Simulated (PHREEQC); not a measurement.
Make-up at 25 °C: 0.017 mol/kgw H2SO4, 0.022 mol/kgw Li2SO4 and 0.011 mol/kgw MgSO4. Closed to the air; pH follows from the charge balance.

The numbers come from PHREEQC with the ion-association model, phreeqc.dat.

Q: The ionic strength comes out as 0.103 mol/kgw. What activity coefficients do HSO4-, SO4-2, Mg+2, H+, LiSO4- get?

A: HSO4- 0.78, SO4-2 0.37, Mg+2 0.40, H+ 0.82, LiSO4- 0.78.

Precipitation was switched off in this run. Species that the database lacks are ignored.
